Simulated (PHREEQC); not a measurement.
A solution holds 0.6 mmol/kgw AlCl3, at 25 °C. Closed to the air; pH follows from the charge balance.

Model: ion-association model, phreeqc.dat, run in PHREEQC.

This is a speciation only: nothing precipitates in the calculation.

Q: What pH does the model give?

A: pH 4.17.

Q: In which forms is Al present?

A: Al+3 89 %, AlOH+2 10.0 %, Al(OH)2+ 1.0 % of the Al.

The solution is supersaturated, for example in Gibbsite (slow to form), so a real one may precipitate; this is no full list. Species that the database lacks are ignored.
